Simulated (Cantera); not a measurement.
Input (Python, Cantera) and output of one run.

```python
import numpy as np
import cantera as ct

gas_names = """
    B BH BH2 BH3 BN BO BO2 B2 B2O B2O2 B2O3 B3O3H3 H HBO HBO2 HNO HNO2 HNO3 HO2 H2 H2O H2O2 H3B3O6 N NH
    NH2 NH3 NH2OH NO NO2 NO3 N2 N2H2 N2H4 N2O O OH O2 O3
""".split()
cond_names = """
    B(b) B(L) BN(s) B2O3(L) B3O3H3(cr) H2O(s) H2O(L)
""".split()


# ... load() reads the species with a 1 bar reference pressure and builds the phases ...
atoms = {
    'B2O3': {'B': 2, 'O': 3},
    'H2O': {'H': 2, 'O': 1},
    'H2': {'H': 2},
    'N2': {'N': 2},
}
top_T = {'BN(s)': 3200}  # K; cautious upper limits of use, not melting points


# ... equilibrate(T, P, feed) seeds the gas with the atoms and calls Mixture.equilibrate('TP', solver="vcs", rtol=1e-11, max_steps=5000) ...
results = []
feed = {'B2O3': 1, 'H2O': 1.9, 'H2': 3.4, 'N2': 24}  # mol
P = 26  # Pa
for T in [1175, 1200, 1225, 1250, 1275, 1300, 1325, 1350, 1375]:
    mix = equilibrate(T, P, feed)
    results.append((T, P, feed, dict(zip(mix.species_names, mix.species_moles))))

top = {s: max(r[3][s] / sum(r[3][g] for g in gas_names) for r in results) for s in gas_names}
cols = sorted((s for s in top if top[s] > 1e-05), key=lambda s: -top[s])[:9]
seen = [c for c in cond_names if any(r[3].get(c, 0) > 1e-12 for r in results)]
print("log10 of partial pressures in bar; condensed amounts in mol")
print(f"{'T/K':>10s}" + "".join(f"{s[:9]:>10s}" for s in cols + seen))
for T, P, feed, n in results:
    ng = sum(n[g] for g in gas_names)
    print(f"{T:10.4g}" + "".join(f"{np.log10(max(n[s] / ng * P / 1e5, 1e-99)):10.3f}" for s in cols)
          + "".join(f"{n.get(c, 0):10.4g}" for c in seen))
```

It prints:

```
log10 of partial pressures in bar; condensed amounts in mol
       T/K        N2        H2      HBO2       H2O      B2O3         H       HBO   B2O3(L)
      1175    -3.674    -4.522    -5.641    -4.806    -8.399    -9.173    -9.743    0.8701
      1200    -3.674    -4.523    -5.490    -4.820    -8.036    -8.966    -9.470    0.8154
      1225    -3.675    -4.524    -5.348    -4.839    -7.689    -8.768    -9.206    0.7427
      1250    -3.677    -4.526    -5.217    -4.866    -7.356    -8.579    -8.950    0.6486
      1275    -3.679    -4.527    -5.095    -4.900    -7.036    -8.396    -8.700    0.5294
      1300    -3.681    -4.530    -4.985    -4.946    -6.730    -8.221    -8.454    0.3822
      1325    -3.683    -4.532    -4.886    -5.004    -6.436    -8.052    -8.212    0.2043
      1350    -3.686    -4.535    -4.802    -5.074    -6.161    -7.890    -7.976         0
      1375    -3.686    -4.535    -4.805    -5.072    -6.133    -7.733    -7.899         0
```

These are equilibrium values from Cantera (NASA tables, ideal gas, pure condensed phases), not measurements of a reactor.
